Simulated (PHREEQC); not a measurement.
PHREEQC input (ion-association model, wateq4f.dat):

```
SOLUTION_MASTER_SPECIES
  An  An-  0  An  62.0  # stands for a non-complexing anion
SOLUTION_SPECIES
  An- = An-
    -log_k 0
    -gamma 3.0 0
PHASES
  Fix_H+
    H+ = H+
    -log_k 0
SOLUTION 1
  temp 25
  units mmol/kgw
  pH 7 charge
  As(5) 0.0068
  Na 1.0136
  Cl 0.032
  Cu(2) 0.016
  An 1
END
SELECTED_OUTPUT 1
  -reset false
  -pH true
  -pe true
  -ionic_strength true
  -water true
  -totals As Cl Cu Na As(3) As(5) Cu(1) Cu(2)
  -molalities Hfo_wOH Hfo_wOH2+ Hfo_wO- Hfo_sOH Hfo_sOH2+ Hfo_sO- Hfo_wH2AsO4 Hfo_wHAsO4- Hfo_wOHAsO4-3 Hfo_sOCu+
    Hfo_wOCu+
  -saturation_indices Cu(OH)2 Atacamite Cu3(AsO4)2:6w Halite
USER_PUNCH 1
  -headings sigma psi
  10 PUNCH EDL("sigma", "Hfo"), EDL("psi", "Hfo")
PRINT
  -reset false
USE solution 1
SURFACE 1
  Hfo_wOH 0.000110112 600 0.049
  Hfo_sOH 2.75281e-06
EQUILIBRIUM_PHASES 1
  Fix_H+ -3 HAn 10
    -force_equality true
  O2(g) -0.68 10
END
# ... the last block is repeated for the other 16 points of pH, with NaOH or the acid as the point needs
```

Selected output (columns that matter, 10 of 17 rows; pH added in front):

```
pH	mu	As	Cu	Na	m_Hfo_wOH	m_Hfo_wOH2+	m_Hfo_wO-	m_Hfo_sOH	si_Cu(OH)2	si_Atacamite	si_Cu3(AsO4)2:6w	si_Halite	sigma	psi
3	0.0021456	9.4767e-12	1.5999e-05	0.0010136	2.7702e-05	7.5377e-05	2.3322e-07	7.3784e-07	-7.5226	-12.622	-27.387	-9.1155	0.22998	0.22806
3.75	0.0012653	6.0896e-12	1.5973e-05	0.0010136	5.2095e-05	4.9968e-05	1.2442e-06	1.3767e-06	-6.0045	-10.331	-24.585	-9.1056	0.12542	0.21048
4.5	0.0011025	9.348e-12	1.5467e-05	0.0010136	6.425e-05	3.6362e-05	2.6007e-06	1.4433e-06	-4.5144	-8.0999	-21.218	-9.1034	0.064232	0.17967
4.88	0.0010769	1.3362e-11	1.4263e-05	0.0010136	6.7901e-05	3.1611e-05	3.3413e-06	9.7282e-07	-3.7891	-7.0291	-19.492	-9.1031	0.04515	0.16221
5.62	0.0010434	2.7013e-11	8.0067e-06	0.0010136	7.0395e-05	2.2371e-05	5.0746e-06	1.6638e-07	-2.5616	-5.3139	-16.698	-9.1026	0.022832	0.12824
6.38	0.0010311	6.3562e-11	9.1898e-07	0.0010265	6.8706e-05	1.494e-05	7.2383e-06	7.523e-08	-2.03	-5.0106	-15.999	-9.0969	0.011208	0.093031
7.12	0.0010315	4.2189e-10	1.3811e-07	0.0010306	6.8699e-05	1.3254e-05	8.1576e-06	7.098e-08	-1.9517	-5.5941	-16.062	-9.0952	0.0045361	0.05233
7.5	0.001032	1.5794e-09	1.1254e-07	0.0010316	6.8791e-05	1.2876e-05	8.4192e-06	7.0944e-08	-1.9383	-5.9473	-16.099	-9.0948	0.0023819	0.030628
8.25	0.0010341	3.2767e-08	1.1061e-07	0.0010342	6.8961e-05	1.2291e-05	8.8639e-06	7.1108e-08	-1.9181	-6.6568	-16.168	-9.0937	-0.00092539	-0.01248
9	0.0010449	6.1264e-07	1.239e-07	0.001045	6.962e-05	1.0919e-05	1.0169e-05	7.1838e-08	-1.8671	-7.3049	-16.424	-9.0893	-0.0047092	-0.053562
```

Species that the database lacks are ignored. The database has no arsenate complexes of Cu. The database's constant for dissolved Cu(OH)2 is higher than later reviews accept. The oxide is taken as insoluble; below pH 4 it would dissolve.
